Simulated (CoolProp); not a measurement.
The numbers come from the reference Helmholtz-energy equation of state, Zhou 2011 in CoolProp.

### Question
For dimethyl carbonate, give the phase and the cv (kJ/(kg K)) at 369.4 K and 2080 kPa; 431.9 K and 12.2 kPa; 356.8 K and 2340 kPa.

### Answer
- 369.4 K and 2080 kPa: liquid; cv 1.46
- 431.9 K and 12.2 kPa: gas; cv 1.43
- 356.8 K and 2340 kPa: liquid; cv 1.43
